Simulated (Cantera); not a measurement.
What does this Cantera script print?

```python
import numpy as np
import cantera as ct

gas = ct.Solution("gri30.yaml")


def delay(T, t_max=10):
    gas.TPX = T, 72000, {'CO': 1, 'H2': 0.053, 'O2': 0.277, 'N2': 1.04}
    reactor = ct.IdealGasReactor(gas, clone=False)
    net = ct.ReactorNet([reactor])
    net.rtol, net.atol = 1e-8, 1e-16
    while net.time < t_max:
        t_old, T_old = net.time, reactor.T
        net.step()
        if reactor.T > T + 400:  # ignition: a rise of 400 K
            return t_old + (T + 400 - T_old) / (reactor.T - T_old) * (net.time - t_old)
    return np.nan


taus = []
for T in [898, 998, 1098, 1198, 1298, 1398]:
    taus.append(delay(T))
    print(f"T0 = {T:6g} K   tau = {taus[-1]:.4e} s")
```

Result:

```
T0 =    898 K   tau = 1.4471e-02 s
T0 =    998 K   tau = 7.6304e-04 s
T0 =   1098 K   tau = 2.9289e-04 s
T0 =   1198 K   tau = 1.7249e-04 s
T0 =   1298 K   tau = 1.2238e-04 s
T0 =   1398 K   tau = 9.7710e-05 s
```

Model: GRI-Mech 3.0 (53 species, 325 reactions), integrated in Cantera. Below about 950 K walls govern HO2 and H2O2 in real vessels.
